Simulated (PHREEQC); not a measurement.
K2CO3 is added in steps, without added water, to 1 kg of water holding 0.0034 mol/kgw CuSO4 and 3.4e-05 mol/kgw CuCl2, at 25 °C. Oxygen is held at 0.21 atm. CO2 from the air is kept out. Only these solids could form: Cu(OH)2, Malachite, Brochantite, Antlerite, Atacamite, Chalcanthite.

Base run: PHREEQC, ion-association model, wateq4f.dat. Each further column changes one thing. The table gives pH.

```
K2CO3 added (mol)  base  Debye-Hückel limiting law  Davies equation for every ion  all activity coefficients set to 1
-----------------  ----  -------------------------  -----------------------------  ----------------------------------
0                  4.81                       4.84                           4.82                                4.71
0.0001594          4.84                       4.86                           4.84                                4.73
0.0003188          4.86                       4.88                           4.87                                4.76
0.0005313          4.89                       4.92                           4.90                                4.79
0.0006906          4.92                       4.95                           4.93                                4.82
0.00085            4.96                       4.98                           4.96                                4.86
0.001009           4.99                       5.01                           5.00                                4.89
0.001169           5.03                       5.04                           5.04                                4.94
0.001381           5.05                       5.07                           5.05                                5.00
0.001541           5.09                       5.11                           5.09                                5.06
0.0017             5.13                       5.15                           5.14                                5.11
```
